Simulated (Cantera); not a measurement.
An isothermal, constant-pressure homogeneous reactor starts with NH₃ : H₂ = 1 : 0.26 (molar parts), at 1650 K and 1.01 bar.

Computed with Cantera and the gas-phase N/H chemistry of the illustrative SiF4/NH3 mechanism in the Surface Chemkin manual (1991). Walls and surfaces, which speed up NH3 decomposition in real reactors, are not modelled.

One state of this run: x NH₃ = 0.771; x H₂ = 0.223; x H = 1.42e-5; x N₂H₄ = 2.22e-7; x NH₂ = 0.000121; x NH = 4.73e-7; x N₂ = 0.00631. x: mole fraction; the columns are a selection and need not sum to one.

Problem. Which value of t (s) does it belong to?
A) 0.00108
B) 0.0795
C) 4.29e-5
D) 5.00e-6

Solution. B, 0.0795
